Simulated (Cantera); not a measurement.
Cantera run:

```python
import numpy as np
import cantera as ct

gas_names = """
    AL ALN ALO ALO2 AL2 AL2O AL2O2 N NO NO2 NO3 N2 N2O O O2 O3
""".split()
cond_names = """
    AL(cr) AL(L) ALN(s) AL2O3(a) AL2O3(L)
""".split()


# ... load() reads the species with a 1 bar reference pressure and builds the phases ...
atoms = {
    'AlN': {'AL': 1, 'N': 1},
    'O2': {'O': 2},
}
top_T = {'ALN(s)': 2750}  # K; cautious upper limits of use, not melting points


# ... equilibrate(T, P, feed) seeds the gas with the atoms and calls Mixture.equilibrate('TP', solver="vcs", rtol=1e-11, max_steps=5000) ...
results = []
T = 1100  # K
P = 1000  # Pa
for m in [0.29, 0.35, 0.42, 0.51, 0.61, 0.73, 0.87, 1, 1.3, 1.5, 1.8, 2.2, 2.6]:
    feed = {'AlN': 1, 'O2': m}  # mol
    mix = equilibrate(T, P, feed)
    results.append((T, P, feed, dict(zip(mix.species_names, mix.species_moles))))

top = {s: max(r[3][s] / sum(r[3][g] for g in gas_names) for r in results) for s in gas_names}
cols = sorted((s for s in top if top[s] > 0.001), key=lambda s: -top[s])[:9]
seen = [c for c in cond_names if any(r[3].get(c, 0) > 1e-12 for r in results)]
print("log10 of partial pressures in bar; condensed amounts in mol")
print(f"{'n(O2)':>10s}" + "".join(f"{s[:9]:>10s}" for s in cols + seen))
for T, P, feed, n in results:
    ng = sum(n[g] for g in gas_names)
    print(f"{feed['O2']:10.4g}" + "".join(f"{np.log10(max(n[s] / ng * P / 1e5, 1e-99)):10.3f}" for s in cols)
          + "".join(f"{n.get(c, 0):10.4g}" for c in seen))
```

Result:

```
log10 of partial pressures in bar; condensed amounts in mol
     n(O2)        N2        O2    ALN(s)  AL2O3(a)
      0.29    -2.000   -30.711    0.6133    0.1933
      0.35    -2.000   -30.711    0.5333    0.2333
      0.42    -2.000   -30.711      0.44      0.28
      0.51    -2.000   -30.711      0.32      0.34
      0.61    -2.000   -30.711    0.1867    0.4067
      0.73    -2.000   -30.711   0.02667    0.4867
      0.87    -2.093    -2.713         0       0.5
         1    -2.176    -2.477         0       0.5
       1.3    -2.322    -2.281         0       0.5
       1.5    -2.398    -2.222         0       0.5
       1.8    -2.491    -2.169         0       0.5
       2.2    -2.591    -2.129         0       0.5
       2.6    -2.672    -2.104         0       0.5
```

Method: chemical equilibrium by Gibbs-energy minimisation in Cantera with the NASA 1993 tables (ideal gas, pure condensed phases). Mutual solubility and eutectic melting of coexisting phases are not modelled.
